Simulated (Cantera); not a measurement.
Input: 1 mol Si, 0.57 mol H₂O, 140 mol N₂, equilibrated at 875 K and 1.00 bar.

Equilibrium computed with Cantera from the NASA thermochemical tables; the gas is ideal and each condensed phase is pure. Candidate condensed phases: H₂O, Si, SiO₂, Si₂N₂O, Si₃N₄; 35 gas species. N₂ is the only nitrogen source here; it is nearly inert below about 1500 K, so the nitride shown seldom forms there in practice. Rates play no part.

Base state: N₂ 0.996, H₂ 0.00407 (mole fractions); condensed: SiO₂(β-quartz) + Si₂N₂O(s).

**Question.** What changes in the equilibrium state with this change: temperature from 875 K to 1998.15 K?

**Answer.** 
```json
[
 {"species": "N₂", "before": "0.996", "after": "0.993"},
 {"species": "H₂", "before": "0.00407", "after": "0.00400"},
 {"species": "SiO", "before": "<1e-9", "after": "0.00295"},
 {"species": "H", "before": "<1e-9", "after": "0.000102"},
 {"species": "Si", "before": "<1e-9", "after": "1.26e-5"},
 {"species": "SiO₂(β-quartz), mol", "before": "0.0466", "after": "0"},
 {"species": "Si₂N₂O(s), mol", "before": "0.477", "after": "0.155"},
 {"species": "Si₃N₄(s), mol", "before": "0", "after": "0.0908"}
]
```
Mutual solubility and eutectic melting of coexisting phases are not modelled.
